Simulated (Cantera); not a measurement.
## Adiabatic ignition

An adiabatic, constant-pressure homogeneous reactor starts with CH₄ : H₂ : O₂ : N₂ : C₂H₆ = 1 : 1.3 : 2.04 : 14.7 : 0.13 (molar parts), equivalence ratio 1.5, at 1750 K and 6.80 bar.

Cantera simulation using GRI-Mech 3.0 (53 species, 325 reactions); the numbers are that mechanism's predictions, not measurements.

| t (s) | T (K) | x CH₄ | x H₂ | x O₂ | x CH₃ | x H | x HO₂ | x HCN |
|---|---|---|---|---|---|---|---|---|
| 4.00e-6 | 1780 | 0.0466 | 0.0678 | 0.0997 | 0.00270 | 0.000301 | 0.000168 | 6.66e-9 |
| 9.59e-6 | 2314 | 0.00481 | 0.0697 | 0.0301 | 0.00388 | 0.00677 | 4.82e-5 | 1.60e-5 |
| 2.30e-5 | 2630 | 1.68e-12 | 0.0582 | 0.000548 | 4.47e-12 | 0.0107 | 7.88e-7 | 1.01e-7 |
| 5.52e-5 | 2681 | 4.01e-12 | 0.0587 | 0.000189 | 6.92e-12 | 0.00615 | 2.44e-7 | 1.51e-8 |
| 0.000132 | 2691 | 5.52e-12 | 0.0589 | 0.000133 | 8.29e-12 | 0.00518 | 1.63e-7 | 2.89e-8 |
| 0.000317 | 2691 | 5.64e-12 | 0.0589 | 0.000130 | 8.40e-12 | 0.00514 | 1.59e-7 | 3.90e-8 |
| 0.000761 | 2689 | 5.75e-12 | 0.0591 | 0.000128 | 8.51e-12 | 0.00512 | 1.57e-7 | 5.44e-8 |
| 0.00183 | 2688 | 5.83e-12 | 0.0592 | 0.000126 | 8.60e-12 | 0.00511 | 1.55e-7 | 6.67e-8 |
| 0.00438 | 2688 | 5.85e-12 | 0.0592 | 0.000126 | 8.61e-12 | 0.00511 | 1.55e-7 | 6.87e-8 |
| 0.0105 | 2688 | 5.85e-12 | 0.0592 | 0.000126 | 8.61e-12 | 0.00511 | 1.55e-7 | 6.87e-8 |
| 0.0252 | 2688 | 5.85e-12 | 0.0592 | 0.000126 | 8.61e-12 | 0.00511 | 1.55e-7 | 6.87e-8 |
| 0.0604 | 2688 | 5.85e-12 | 0.0592 | 0.000126 | 8.61e-12 | 0.00511 | 1.55e-7 | 6.87e-8 |
| 0.145 | 2688 | 5.85e-12 | 0.0592 | 0.000126 | 8.61e-12 | 0.00511 | 1.55e-7 | 6.87e-8 |
| 0.348 | 2688 | 5.85e-12 | 0.0592 | 0.000126 | 8.61e-12 | 0.00511 | 1.55e-7 | 6.87e-8 |
| 0.834 | 2688 | 5.85e-12 | 0.0592 | 0.000126 | 8.61e-12 | 0.00511 | 1.55e-7 | 6.87e-8 |
| 2.00 | 2688 | 5.85e-12 | 0.0592 | 0.000126 | 8.61e-12 | 0.00511 | 1.55e-7 | 6.87e-8 |
x: mole fraction; the columns are a selection and need not sum to one.

The time of steepest temperature rise is 9.67 µs. The temperature at 2.00 s comes out as 2688 K and the equilibrium temperature is 2688 K. The x(CH₄) at 2.00 s is 5.85e-12 (gas-phase equilibrium 6.65e-12), the x(H₂) at 2.00 s is 0.0592 (gas-phase equilibrium 0.0592) and the x(O₂) at 2.00 s comes out as 0.000126 (gas-phase equilibrium 0.000126).
